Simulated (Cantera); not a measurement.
What does this Cantera script print?

```python
import numpy as np
import cantera as ct

gas_names = """
    C CH CH2 CH3 CH2OH CH3O CH4 CH3OH CO CO2 COOH C2 C2H CHCO,ketyl C2H2,acetylene C2H2,vinylidene
    CH2CO,ketene C2H3,vinyl CH3CO,acetyl C2H4 C2H4O,ethylen CH3CHO,ethanal CH3COOH (HCOOH)2 C2H5 C2H6
    CH3OCH3 C2H5OH C2O C3 C3H3,propargyl C3H4,allene C3H4,propyne C3H4,cyclo- C3H5,allyl C3H6,propylene
    C3H6,cyclo- C3H6O C3H7,n-propyl C3H7,i-propyl C3H8 C3H8O,1propanol C3H8O,2propanol C3O2 C4 C4H2
    C4H4,1,3-cyclo- C4H6,butadiene C4H6,2-butyne C4H6,cyclo- C4H8,1-butene C4H8,cis2-buten
    C4H8,tr2-butene C4H8,isobutene C4H8,cyclo- (CH3COOH)2 C4H9,n-butyl C4H9,i-butyl C4H9,s-butyl
    C4H9,t-butyl C4H10,isobutane C4H10,n-butane C5 C5H6,1,3cyclo- C5H8,cyclo- C5H10,1-pentene
    C5H10,cyclo- C5H11,pentyl C5H11,t-pentyl C5H12,n-pentane C5H12,i-pentane CH3C(CH3)2CH3 C6H2
    C6H5,phenyl C6H5O,phenoxy C6H6 C6H5OH,phenol C6H10,cyclo- C6H12,1-hexene C6H12,cyclo- C6H13,n-hexyl
    C7H7,benzyl C7H8 C7H8O,cresol C7H14,1-heptene C7H15,n-heptyl C7H16,n-heptane C8H8,styrene
    C8H10,ethylbenz C8H16,1-octene C8H17,n-octyl C8H18,isooctane C8H18,n-octane C9H19,n-nonyl
    C10H8,naphthale C10H21,n-decyl C12H9,o-bipheny C12H10,bipheny H HCO HO2 H2 HCHO,formaldehy HCOOH H2O
    H2O2 O OH O2 O3 Si SiC SiC2 SiC4H12 SiH SiH2 SiH3 SiH4 SiO SiO2 Si2 Si2C Si3
""".split()
cond_names = """
    C(gr) C6H6(L) C7H8(L) C8H18(L),n-octa H2O(s) H2O(L) Si(cr) Si(L) SiC(b) SiO2(Lqz) SiO2(hqz) SiO2(L)
""".split()


def load(file, names, dense=False):
    # The tables refer to 1 bar. Condensed volumes are neglected.
    table = {s.name: s for s in ct.Species.list_from_file(file)}
    out = []
    for n in names:
        d = dict(table[n].input_data)
        d["thermo"] = dict(d["thermo"], **{"reference-pressure": 1e5})
        if dense:
            d["equation-of-state"] = {"model": "constant-volume", "density": "1e6 g/cm^3"}
        out.append(ct.Species.from_dict(d))
    return out


gas = ct.Solution(thermo="ideal-gas", species=load("nasa_gas.yaml", gas_names))
cond = {s.name: ct.Solution(thermo="fixed-stoichiometry", species=[s], name=s.name)
        for s in load("nasa_condensed.yaml", cond_names, dense=True)}
atoms = {
    'HMDSO': {'Si': 2, 'C': 6, 'H': 18, 'O': 1},
    'O2': {'O': 2},
    'H2': {'H': 2},
}
top_T = {'C(gr)': 4500, 'SiC(b)': 3050}  # K; cautious upper limits of use, not melting points


def equilibrate(T, P, feed):
    n = {}
    for name, mol in feed.items():
        for a, k in atoms[name].items():
            n[a] = n.get(a, 0.0) + k * mol
    gas.TPX = T, P, n
    mass = sum(n.values()) * gas.mean_molecular_weight
    gas.equilibrate("TP")
    valid = [c for c in cond.values() if c.min_temp <= T <= top_T.get(c.name, c.max_temp)]
    mix = ct.Mixture([(gas, mass / gas.mean_molecular_weight)] + [(c, 0.0) for c in valid])
    mix.T, mix.P = T, P
    mix.equilibrate("TP", solver="vcs", rtol=1e-11, max_steps=5000)
    return mix


results = []
feed = {'HMDSO': 1, 'O2': 1.2, 'H2': 25}  # mol
P = 19  # Pa
for T in [648, 698, 748, 798, 848, 898, 948, 998, 1048, 1098, 1148]:
    mix = equilibrate(T, P, feed)
    results.append((T, P, feed, dict(zip(mix.species_names, mix.species_moles))))
    x = sorted(zip(gas.X, gas.species_names), reverse=True)
    print(f"T = {T:g} K  P = {P:g} Pa  gas = {mix.phase_moles(0):.4g} mol")
    print("   x: " + "  ".join(f"{s} {v:.3e}" for v, s in x if v > 1e-06))
    print("   condensed (mol): " + ("  ".join(f"{mix.phase(i).name} {mix.phase_moles(i):.4g}"
          for i in range(1, mix.n_phases) if mix.phase_moles(i) > 1e-12) or "none"))
```

Output:

```
T = 648 K  P = 19 Pa  gas = 33.83 mol
   x: H2 9.949e-01  CH4 5.133e-03
   condensed (mol): C(gr) 5.526  SiC(b) 0.3  SiO2(Lqz) 1.7
T = 698 K  P = 19 Pa  gas = 33.94 mol
   x: H2 9.983e-01  CH4 1.680e-03
   condensed (mol): C(gr) 5.643  SiC(b) 0.3  SiO2(Lqz) 1.7
T = 748 K  P = 19 Pa  gas = 33.98 mol
   x: H2 9.994e-01  CH4 6.289e-04
   condensed (mol): C(gr) 5.679  SiC(b) 0.3  SiO2(Lqz) 1.7
T = 798 K  P = 19 Pa  gas = 33.99 mol
   x: H2 9.997e-01  CH4 2.638e-04
   condensed (mol): C(gr) 5.691  SiC(b) 0.3  SiO2(Lqz) 1.7
T = 848 K  P = 19 Pa  gas = 34 mol
   x: H2 9.999e-01  CH4 1.217e-04
   condensed (mol): C(gr) 5.696  SiC(b) 0.3  SiO2(hqz) 1.7
T = 898 K  P = 19 Pa  gas = 34 mol
   x: H2 9.999e-01  CH4 6.086e-05  CO 1.024e-05
   condensed (mol): C(gr) 5.697  SiC(b) 0.3002  SiO2(hqz) 1.7
T = 948 K  P = 19 Pa  gas = 34 mol
   x: H2 9.999e-01  CO 8.820e-05  CH4 3.260e-05
   condensed (mol): C(gr) 5.694  SiC(b) 0.3015  SiO2(hqz) 1.699
T = 998 K  P = 19 Pa  gas = 34.02 mol
   x: H2 9.994e-01  CO 6.106e-04  CH4 1.851e-05
   condensed (mol): C(gr) 5.668  SiC(b) 0.3104  SiO2(hqz) 1.69
T = 1048 K  P = 19 Pa  gas = 34.12 mol
   x: H2 9.965e-01  CO 3.505e-03  CH4 1.102e-05
   condensed (mol): C(gr) 5.52  SiC(b) 0.3598  SiO2(hqz) 1.64
T = 1098 K  P = 19 Pa  gas = 34.59 mol
   x: H2 9.829e-01  CO 1.711e-02  CH4 6.707e-06  SiO 3.309e-06  H 1.779e-06
   condensed (mol): C(gr) 4.812  SiC(b) 0.596  SiO2(hqz) 1.404
T = 1148 K  P = 19 Pa  gas = 36.66 mol
   x: H2 9.274e-01  CO 7.262e-02  SiO 2.049e-05  H 5.005e-06  CH4 3.888e-06
   condensed (mol): C(gr) 1.707  SiC(b) 1.631  SiO2(hqz) 0.3685
```

These are equilibrium values from Cantera (NASA tables, ideal gas, pure condensed phases), not measurements of a reactor. The feed counts by its element totals alone. Mutual solubility and eutectic melting of coexisting phases are not modelled. The tables hold silica as quartz up to 1696 K and as liquid above; real silica turns to tridymite and cristobalite and melts near 1996 K.
